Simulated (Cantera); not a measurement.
Source: NASA polynomial tables (part measured, part estimated), evaluated in Cantera. Values are per mole of reaction as written; species without (g) are pure solids or liquids, kept so even where they would boil at 1 bar.

Q: Between 2225 and 2975 K, where is each reaction favourable under standard conditions?
- 2 NiS2 = 2 NiS + S2(g)

A: 
- 2 NiS2 = 2 NiS + S2(g): ΔG° is -171 kJ at 2225 K and -283 kJ at 2975 K; it stays negative (K > 1). ΔH° is 169 kJ and ΔS° 152 J/K at 2975 K.
